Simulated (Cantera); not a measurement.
Predominance diagram of Pb at 1150 K against the partial pressures of S2 and F2 (log10, bar). Source: NASA polynomial tables (part measured, part estimated), evaluated in Cantera. Candidates: Pb(l), PbF2(l), PbS(s). Only these pure phases compete in this equilibrium. 

```
log p(F2) \ log p(S2)
        columns: -16, -14.9, -13.9, -12.8, -11.7, -10.7, -9.6, -8.5, -7.5, -6.4, -5.3, -4.3, -3.2, -2.1, -1.1, 0
      1  A A A A A A A A A A A A A A A A
   -2.8  A A A A A A A A A A A A A A A A
   -6.6  A A A A A A A A A A A A A A A A
  -10.4  A A A A A A A A A A A A A A A A
  -14.2  A A A A A A A A A A A A A A A A
    -18  A A A A A A A A A A A A A A A A
  -21.8  B B B B B B B B B B B B B C C C
  -25.6  D D D D D D D D D D C C C C C C
  -29.4  D D D D D D D D D D C C C C C C
  -33.2  D D D D D D D D D D C C C C C C
    -37  D D D D D D D D D D C C C C C C
```

A: out of reach (another gas would pass 10 bar, or a non-metal would condense); B: PbF2(l); C: PbS(s); D: Pb(l).
